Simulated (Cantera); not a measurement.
Charge: 1 mol FeCl2, 180 mol H2, held at 100 Torr.

These are equilibrium values from Cantera (NASA tables, ideal gas, pure condensed phases), not measurements of a reactor. Candidate condensed phases: Fe, FeCl2, FeCl3; 11 gas species. Rates play no part.

Problem. Which condensed phases are stable at each of these points (T (°C)): 725, 800, 875, 950, 1025, 1100, 1175, 1250, 1325, 1400, 1475, 1550?

Solution. 
```
T (°C)  condensed phases  Fe condensed (%)
------  ----------------  ----------------
725                Fe(α)              99.6
800                Fe(α)              99.5
875                Fe(α)              99.3
950                Fe(γ)              99.1
1025               Fe(γ)              98.9
1100               Fe(γ)              98.7
1175               Fe(γ)              98.5
1250               Fe(γ)              98.3
1325               Fe(γ)              98.0
1400               Fe(δ)              97.3
1475               Fe(δ)              95.9
1550               Fe(l)              92.0
```

From 725 °C to 875 °C the condensed part is Fe(α). From 950 °C to 1325 °C the condensed part is Fe(γ). From 1400 °C to 1475 °C the condensed part is Fe(δ). At 1550 °C the condensed part is Fe(l).
